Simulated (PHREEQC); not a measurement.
1.1 g of hydrous ferric oxide (600 m²/g; 0.2 weak and 0.005 strong sites per Fe, Dzombak-Morel constants, diffuse double layer) in 1 kg of water with 0.05 mol/kgw of an inert sodium salt and 0.046 mmol/kgw NaH2PO4, 0.015 mmol/kgw H3BO3 and 2.5 mmol/kgw CuSO4, at 25 °C; the pH is set by adding NaOH or the inert anion's acid. Oxygen alone is held at its pressure in air (log pO2 = -0.68). The system is closed to CO2. Nothing may precipitate in this run.

Equilibrium calculation in PHREEQC: ion-association model, wateq4f.dat.

Problem. Predict S sorbed (%) at pH = 4, 4.5, 8.5.

Solution. 
| pH | S sorbed (%) |
|---|---|
| 4 | 40.4 |
| 4.5 | 38.9 |
| 8.5 | 8.9 |

Along this series the solution becomes supersaturated in solids that the run did not let form, among them Cu(OH)2, Brochantite, Antlerite. H3PO4, which wateq4f.dat lacks, is added to it with the constant of phreeqc.dat. The database has no phosphate complexes of Cu. The database's constant for dissolved Cu(OH)2 is higher than later reviews accept.
